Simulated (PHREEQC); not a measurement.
Dissolve 4.6 mmol/kgw Cu(BF4)2 and 0.099 mmol/kgw Na2SO4 at 45 °C. Closed to the air; pH follows from the charge balance.

The numbers come from PHREEQC with the ion-association model, wateq4f.dat.

Precipitation was switched off in this run.

### Question
Estimate the pH.

### Answer
pH 2.99.

### Question
In which forms is F present?

### Answer
BF4- 71 %, HF 13 %, F- 6.7 %, BF3OH- 6.0 %, BF2(OH)2- 2.3 % of the F.

Constants without temperature data keep their 25 °C values here. Real BF4- forms and hydrolyses slowly; the run takes it at equilibrium.
